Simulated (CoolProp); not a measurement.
The numbers come from the reference Helmholtz-energy equation of state, de Reuck 1993 in CoolProp.

Task: Give the vapour pressure (MPa), liquid density (kg/m³), vapour density (kg/m³), enthalpy of vaporisation (kJ/kg) of saturated methanol at 120.55, 147.25 °C.

Result: 
```tsv
T (°C)	p (MPa)	liquid density (kg/m³)	vapour density (kg/m³)	enthalpy of vaporisation (kJ/kg)
120.55	0.651	687	7.35	964
147.25	1.30	650	14.9	871
```
